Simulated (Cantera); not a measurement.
Input: 1 mol Si3N4, a varied amount of H2O, 3.6 mol N2, equilibrated at 1625 K and 0.133 bar.

Cantera equilibrium calculation (NASA polynomials, part measured and part estimated; ideal gas, pure solids and liquids). Candidate condensed phases: H2O, Si, SiO2, Si2N2O, Si3N4; 35 gas species. Mutual solubility and eutectic melting of coexisting phases are not modelled. The tables hold silica as quartz up to 1696 K and as liquid above; real silica turns to tridymite and cristobalite and melts near 1996 K. Kinetics and transport are ignored.

x: gas mole fraction; n: condensed amount in mol.

| n(H2O) (mol) | x N2 | x H2 | x SiO | x H2O | x H | x NH3 | x SiH2 | n Si2N2O(s) | n Si3N4(s) | n SiO2(β-quartz) |
|---|---|---|---|---|---|---|---|---|---|---|
| 0.16 | 0.958 | 0.0419 | 1.63e-5 | 1.05e-8 | 3.96e-5 | 4.90e-8 | 6.49e-9 | 0.160 | 0.893 | 0 |
| 0.41 | 0.901 | 0.0988 | 1.66e-5 | 2.43e-8 | 6.07e-5 | 1.72e-7 | 1.59e-8 | 0.410 | 0.727 | 0 |
| 0.67 | 0.851 | 0.149 | 1.70e-5 | 3.59e-8 | 7.46e-5 | 3.10e-7 | 2.50e-8 | 0.670 | 0.553 | 0 |
| 0.92 | 0.809 | 0.191 | 1.73e-5 | 4.51e-8 | 8.43e-5 | 4.36e-7 | 3.30e-8 | 0.920 | 0.387 | 0 |
| 1.2 | 0.769 | 0.231 | 1.75e-5 | 5.37e-8 | 9.28e-5 | 5.67e-7 | 4.13e-8 | 1.20 | 0.200 | 0 |
| 1.4 | 0.744 | [?] | 1.77e-5 | [?] | 9.78e-5 | [?] | [?] | 1.40 | [?] | 0 |
| 1.7 | 0.710 | 0.289 | 0.000801 | 0.000130 | 0.000104 | [?] | [?] | 1.43 | 0 | [?] |
| 1.9 | 0.690 | 0.309 | 0.000809 | 0.000137 | 0.000107 | 8.33e-7 | 1.34e-9 | 1.37 | 0 | 0.264 |
| 2.2 | 0.663 | 0.336 | 0.000820 | 0.000147 | 0.000112 | 9.25e-7 | 1.50e-9 | 1.27 | 0 | 0.464 |

Q: Some entries are withheld; supply them.

A: 
- 1.4, x H2: 0.256
- 1.4, x H2O: 5.90e-8
- 1.4, x NH3: 6.52e-7
- 1.4, x SiH2: 4.69e-8
- 1.4, n Si3N4(s): 0.0667
- 1.7, x NH3: 7.64e-7
- 1.7, x SiH2: 1.23e-9
- 1.7, n SiO2(β-quartz): 0.131
